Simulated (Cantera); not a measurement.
# Premixed flame

A freely propagating, adiabatic, planar premixed flame of 13.9 % CH4, 23.3 % O2, 62.8 % N2, equivalence ratio 1.2, unburnt at 425 K and 1130 Torr; mixture-averaged transport, grid criteria slope 0.08 and curve 0.16, no radiation.

Detailed kinetics in Cantera: GRI-Mech 3.0 (53 species, 325 reactions). Burning velocities carry a grid error of a few per cent, more on coarse grids.

```tsv
z (mm)	T (K)	u (m/s)	x CH4	x O2	x HO2	x O	x CO2	x H2O
-0.601	425	0.963	0.139	0.233	3.48e-8	<1e-8	4.15e-8	1.33e-5
-0.401	427	0.969	0.139	0.232	7.22e-7	<1e-8	1.31e-6	0.000221
-0.301	434	0.990	0.138	0.231	4.70e-6	<1e-8	1.20e-5	0.00123
-0.200	513	1.18	0.131	0.224	5.47e-5	9.84e-8	0.000251	0.0107
-0.100	1063	2.52	0.0903	0.176	0.000204	1.87e-5	0.00486	0.0716
-0.0501	1564	3.76	0.0485	0.121	0.000229	0.000171	0.0130	0.128
0	1993	4.86	0.0124	0.0617	0.000107	0.000792	0.0259	0.180
0.0501	2187	5.34	0.00130	0.0270	1.87e-5	0.00192	0.0399	0.205
0.100	2240	5.46	7.99e-5	0.0138	5.76e-6	0.00271	0.0510	0.212
0.200	2280	5.52	3.25e-7	0.00782	3.42e-6	0.00279	0.0618	0.214
0.401	2327	5.61	<1e-8	0.00584	2.57e-6	0.00226	0.0665	0.216
0.801	2383	5.73	<1e-8	0.00429	1.84e-6	0.00159	0.0681	0.220
1.60	2438	5.84	<1e-8	0.00280	1.18e-6	0.000978	0.0695	0.225
```
x: mole fraction of selected species; z is measured from the peak of heat release.

- laminar burning velocity: 96.2 cm/s
- thermal thickness: 0.200 mm
- peak x(HO2): 0.000230
- peak x(O): 0.00288
- grid points: 158
